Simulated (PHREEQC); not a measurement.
Consider water at 25 °C with 3.1 mol NaOH, 0.22 mol K2SO4 and 0.4 mol LiCl per kg of water. Closed to the air; pH follows from the charge balance.

All values are PHREEQC results (Pitzer model, pitzer.dat), not measurements.

```yaml
pH: 14.47
ionic_strength: 4.16 mol/kgw
activity_of_water: 0.861
density: 1.144 g/cm³
osmotic_coefficient: 1.084
total_alkalinity: 3100 meq/kg
```

```json
[
 {"species": "OH-", "molality": "3.10", "activity": "2.55", "log γ": "-0.085"},
 {"species": "Na+", "molality": "3.10", "activity": "2.33", "log γ": "-0.124"},
 {"species": "K+", "molality": "0.440", "activity": "0.395", "log γ": "-0.047"},
 {"species": "Cl-", "molality": "0.400", "activity": "0.232", "log γ": "-0.237"},
 {"species": "Li+", "molality": "0.400", "activity": "0.197", "log γ": "-0.308"},
 {"species": "SO4-2", "molality": "0.220", "activity": "0.00454", "log γ": "-1.686"}
]
```

No solid was allowed to form. In brines, pH and single-ion activities rest on the MacInnes convention.
